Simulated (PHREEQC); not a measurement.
0.011 g of hydrous ferric oxide (600 m²/g; 0.2 weak and 0.005 strong sites per Fe, Dzombak-Morel constants, diffuse double layer) in 1 kg of water with 0.01 mol/kgw of an inert sodium salt and 1.1e-06 mol/kgw Ag2SO4 and 5.7e-06 mol/kgw CuSO4, at 25 °C; the pH is set by adding NaOH or the inert anion's acid. Oxygen is held at 0.21 atm. The system is closed to CO2. Nothing may precipitate in this run.

The series has 13 steps of pH, from 4 to 10.

All values are PHREEQC results (ion-association model, wateq4f.dat), not measurements.

**Question.** Near which pH is half of the S sorbed, and on which side is more sorbed?

**Answer.** Near pH 5.2, with more sorbed at lower pH.

**Question.** Near which pH is half of the Cu sorbed, and on which side is more sorbed?

**Answer.** Near pH 6.1, with more sorbed at higher pH.

**Question.** At which pH does the surface charge pass through zero?

**Answer.** Near pH 8.6.

Complexes and solids missing from the database can't appear. The database's constant for dissolved Cu(OH)2 is higher than later reviews accept.
